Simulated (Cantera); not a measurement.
An isothermal, constant-pressure homogeneous reactor starts with CO : O2 : H2O : N2 = 0.0087 : 0.0056 : 0.091 : 1 (molar parts), equivalence ratio 0.78, at 1275 K and 1.01 bar.

Computed with Cantera and GRI-Mech 3.0 (53 species, 325 reactions).

One state of this run: x CO = 3.85e-5; x O2 = 0.00121; x H2O = 0.0825; x H2O2 = 6.39e-8; x O = 3.00e-6; x OH = 5.26e-5. x: mole fraction; the columns are a selection and need not sum to one.

Task: Which value of t (s) does it belong to?
(A) 0.000857
(B) 0.0245
(C) 9.17e-5
(D) 0.000280

Result: B, 0.0245
